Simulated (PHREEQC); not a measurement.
1.8 g of hydrous ferric oxide (600 m²/g; 0.2 weak and 0.005 strong sites per Fe, Dzombak-Morel constants, diffuse double layer) in 1 kg of water with 0.001 mol/kgw of an inert sodium salt and 0.0036 mol/kgw ZnSO4, at 25 °C; the pH is set by adding NaOH or the inert anion's acid. Oxygen is held at 0.21 atm. The system is closed to CO2. Precipitation was switched off in this run.

Equilibrium calculation in PHREEQC: ion-association model, wateq4f.dat.

### Question
Predict Zn sorbed (%), surface charge σ (C/m²) at pH = 4.5, 11, 11.5, 12.

### Answer
```json
[
 {"pH": "4.5", "Zn sorbed (%)": "1.5", "surface charge σ (C/m²)": "0.025"},
 {"pH": "11", "Zn sorbed (%)": "55.4", "surface charge σ (C/m²)": "-0.009"},
 {"pH": "11.5", "Zn sorbed (%)": "52.8", "surface charge σ (C/m²)": "-0.024"},
 {"pH": "12", "Zn sorbed (%)": "45.8", "surface charge σ (C/m²)": "-0.066"}
]
```

Along this series the solution becomes supersaturated in solids that the run did not let form, among them Zn(OH)2-e, Zn4(OH)6SO4.
